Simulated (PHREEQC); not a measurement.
Consider water at 5 °C with 0.0037 mol/kgw CuSO4 and 0.0001 mol/kgw H2SO4. Closed to the air; pH follows from the charge balance.

Model: ion-association model, phreeqc.dat, run in PHREEQC.

No solid was allowed to form.

Estimate the pH, specific conductance.

pH 3.79; specific conductance 450 µS/cm.

In which forms is S present?

SO4-2 81 %, CuSO4 18 %, HSO4- 0.6 % of the S.

Species that the database lacks are ignored. At this temperature some constants are extrapolated from 25 °C, and those without enthalpy data are left unchanged.
